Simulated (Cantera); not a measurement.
A perfectly stirred reactor is fed with CH4 : H2 : O2 : N2 = 1 : 0.094 : 1.71 : 6.41 (molar parts), equivalence ratio 1.2, at 1100000 Pa; it is adiabatic with a 423 K inlet, and is followed from long to short residence time, starting on the burning branch (τ in s: 0.057, 0.025, 0.011, 0.0047, 0.0021, 0.00089, 0.00039, 0.00017, 7.4e-05).

Model: GRI-Mech 3.0 (53 species, 325 reactions), integrated in Cantera.

Question: What does this change do: 0.44 parts CO2 added?

Answer: 
```json
[
 {"quantity": "blow-out, bracketed by the residence times tried", "before": "burning at 74.0 µs, the shortest tried", "after": "burning at 0.170 ms, out at 74.0 µs"},
 {"quantity": "x(CH4) at τ = 57.0 ms", "before": "2.44e-5", "after": "4.64e-5"},
 {"quantity": "x(H2) at τ = 57.0 ms", "before": "0.0264", "after": "0.0192"},
 {"quantity": "x(O2) at τ = 57.0 ms", "before": "5.02e-5", "after": "7.85e-5"},
 {"quantity": "x(NO) at τ = 57.0 ms", "before": "0.000136", "after": "8.61e-5"},
 {"quantity": "x(C2H) at τ = 57.0 ms", "before": "1.08e-10", "after": "2.20e-10"},
 {"quantity": "x(CH4) at τ = 2.10 ms", "before": "0.000197", "after": "0.000320"},
 {"quantity": "x(H2) at τ = 2.10 ms", "before": "0.0262", "after": "0.0191"},
 {"quantity": "x(O2) at τ = 2.10 ms", "before": "0.000583", "after": "0.000984"},
 {"quantity": "x(NO) at τ = 2.10 ms", "before": "0.000243", "after": "0.000137"},
 {"quantity": "x(C2H) at τ = 2.10 ms", "before": "1.12e-8", "after": "1.65e-8"}
]
```
